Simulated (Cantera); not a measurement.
An isothermal, constant-pressure homogeneous reactor starts with CH2O : O2 : N2 = 0.005 : 0.006 : 1 (molar parts), at 975 K and 4.05 atm.

Computed with Cantera and GRI-Mech 3.0 (53 species, 325 reactions). Below about 1000 K GRI-Mech 3.0 lacks low-temperature oxidation paths.

x: mole fraction; the columns are a selection and need not sum to one.

```csv
t (s),x CH2O,x O2,x CH2CO,x OH,x H2O,x C2H2,x C2H4
0.000200,0.00495,0.00593,<1e-12,2.51e-12,7.67e-10,<1e-12,<1e-12
0.000740,0.00495,0.00593,<1e-12,2.86e-11,2.64e-8,<1e-12,<1e-12
0.00274,0.00493,0.00593,<1e-12,5.78e-10,?,<1e-12,<1e-12
0.0101,0.00410,0.00548,1.47e-12,3.88e-8,0.000322,<1e-12,<1e-12
0.0374,?,0.00366,1.33e-11,?,0.00397,<1e-12,<1e-12
0.138,4.28e-10,0.00348,3.60e-12,2.15e-8,0.00415,<1e-12,<1e-12
0.512,4.28e-11,0.00312,<1e-12,1.79e-8,0.00444,<1e-12,<1e-12
1.89,1.38e-11,0.00247,<1e-12,1.11e-8,0.00479,<1e-12,<1e-12
7.00,2.72e-12,0.00178,<1e-12,6.27e-9,0.00492,<1e-12,<1e-12
```

### Question
Fill in the missing entries.

### Answer

- 0.00274, x H2O: 1.62e-6
- 0.0374, x CH2O: 4.90e-8
- 0.0374, x OH: 1.07e-7
